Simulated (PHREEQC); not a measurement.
Consider water at 20 °C with 0.0018 mol/kgw Na2HAsO4. Closed to the air; pH follows from the charge balance.

The numbers come from PHREEQC with the ion-association model, wateq4f.dat.

```
quantity                   before    after
------------------------  -------  -------
pH                           9.11     7.08
ionic strength (mol/kgw)  0.00540  0.00180
```

Question: What was changed between the two runs?
A. 0.00014 mol/kgw Pb(NO3)2 added
B. diluted 10-fold with water
C. Na2HAsO4 replaced by NaI at the same molality
D. Na2HAsO4 from 0.0018 to 0.00162 mol/kgw
E. Na2HAsO4 from 0.0018 to 0.009 mol/kgw

Answer: C, Na2HAsO4 replaced by NaI at the same molality

This is a speciation only: nothing precipitates in the calculation.
